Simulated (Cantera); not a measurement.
**Equilibrium for aluminium nitride and oxide growth: Al(CH3)3 + N2O + N2**

Feed: 1 mol Al(CH3)3, 1.6 mol N2O, 330 mol N2, held at 1750 °C.

Cantera equilibrium calculation (NASA polynomials, part measured and part estimated; ideal gas, pure solids and liquids). Candidate condensed phases: Al, AlN, Al2O3, C, C6H6, C7H8, C8H18, H2O; 148 gas species. The feed counts by its element totals alone. Equilibrium is a limit: real reactors are often held back by kinetics, nucleation or transport.

```json
[
 {"P (Pa)": "10", "x N2": "0.971", "x H": "0.0141", "x H2": "0.00551", "x CO": "0.00469", "n C(graphite)": "0.942", "n AlN(s)": "0"},
 {"P (Pa)": "46", "x N2": "0.974", "x H": "0.00812", "x H2": "0.00839", "x CO": "0.00470", "n C(graphite)": "0.856", "n AlN(s)": "0"},
 {"P (Pa)": "220", "x N2": "0.976", "x H": "0.00412", "x H2": "0.0103", "x CO": "0.00471", "n C(graphite)": "0.804", "n AlN(s)": "0"},
 {"P (Pa)": "1000", "x N2": "0.977", "x H": "0.00202", "x H2": "0.0113", "x CO": "0.00472", "n C(graphite)": "0.779", "n AlN(s)": "0"},
 {"P (Pa)": "4600", "x N2": "0.978", "x H": "0.000965", "x H2": "0.0119", "x CO": "0.00472", "n C(graphite)": "0.767", "n AlN(s)": "0"},
 {"P (Pa)": "22000", "x N2": "0.980", "x H": "0.000447", "x H2": "0.0122", "x CO": "0.00474", "n C(graphite)": "0.761", "n AlN(s)": "0.894"},
 {"P (Pa)": "100000", "x N2": "0.981", "x H": "0.000211", "x H2": "0.0123", "x CO": "0.00474", "n C(graphite)": "0.758", "n AlN(s)": "0.989"}
]
```
x: gas mole fraction; n: condensed amount in mol.

From 0.0750 Torr to 34.5 Torr the condensed part is C(graphite). From 165 Torr to 750 Torr the condensed part is AlN(s) + C(graphite). The main Al-bearing gas is Al throughout.
